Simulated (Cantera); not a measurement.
A closed system holds: 1 mol Al, 5 mol Cl2, 9.6 mol N2, at 525 K and 0.133 bar.

Equilibrium computed with Cantera from the NASA thermochemical tables; the gas is ideal and each condensed phase is pure. Candidate condensed phases: Al, AlCl3, AlN; 11 gas species. The numbers say what is thermodynamically allowed, not how fast it happens.

Base state: N2 0.705, Cl2 0.257, Al2Cl6 0.0355, AlCl3 0.00241 (mole fractions); condensed: gas only.

What changes in the equilibrium state with this change: pressure from 0.133 bar to 1.30e-5 bar?


```
species   before    after
-------  -------  -------
N2         0.705    0.683
Cl2        0.257    0.249
AlCl3    0.00241   0.0659
Al2Cl6    0.0355  0.00259
```
